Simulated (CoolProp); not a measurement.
Vapour-liquid equilibrium of neopentane (1) + n-pentane (2) at 956 kPa; x and y are mole fractions of (1).

The numbers come from the multi-fluid Helmholtz-energy mixture model, Lemmon 2006 and Thol 2019; pair parameters Bell 2016 in CoolProp.

```json
[
 {"x": "0.05", "bubble temperature (K)": "(withheld)", "y at the bubble point": "0.076", "dew temperature at overall composition x (K)": "394.6", "liquid density (mol/L)": "7.011"},
 {"x": "0.15", "bubble temperature (K)": "(withheld)", "y at the bubble point": "0.216", "dew temperature at overall composition x (K)": "392.1", "liquid density (mol/L)": "7.009"},
 {"x": "0.25", "bubble temperature (K)": "386.9", "y at the bubble point": "0.344", "dew temperature at overall composition x (K)": "389.5", "liquid density (mol/L)": "7.005"},
 {"x": "0.35", "bubble temperature (K)": "383.6", "y at the bubble point": "0.460", "dew temperature at overall composition x (K)": "386.8", "liquid density (mol/L)": "(withheld)"},
 {"x": "0.45", "bubble temperature (K)": "380.5", "y at the bubble point": "(withheld)", "dew temperature at overall composition x (K)": "383.9", "liquid density (mol/L)": "6.988"},
 {"x": "0.55", "bubble temperature (K)": "377.5", "y at the bubble point": "0.661", "dew temperature at overall composition x (K)": "381.0", "liquid density (mol/L)": "6.976"},
 {"x": "0.65", "bubble temperature (K)": "374.6", "y at the bubble point": "0.748", "dew temperature at overall composition x (K)": "377.8", "liquid density (mol/L)": "6.961"},
 {"x": "0.75", "bubble temperature (K)": "(withheld)", "y at the bubble point": "0.828", "dew temperature at overall composition x (K)": "374.5", "liquid density (mol/L)": "6.943"},
 {"x": "0.85", "bubble temperature (K)": "369.1", "y at the bubble point": "0.901", "dew temperature at overall composition x (K)": "371.0", "liquid density (mol/L)": "6.924"},
 {"x": "0.95", "bubble temperature (K)": "366.6", "y at the bubble point": "0.968", "dew temperature at overall composition x (K)": "(withheld)", "liquid density (mol/L)": "6.902"}
]
```

Q: Fill in the missing entries.

A: 
- 0.05, bubble temperature (K): 393.9
- 0.15, bubble temperature (K): 390.4
- 0.35, liquid density (mol/L): 6.998
- 0.45, y at the bubble point: 0.565
- 0.75, bubble temperature (K): 371.8
- 0.95, dew temperature at overall composition x (K): 367.3

No azeotrope shows between x = 0.05 and 0.95.

Pair parameters are fitted to limited data, so mixtures are less certain than the pure fluids.
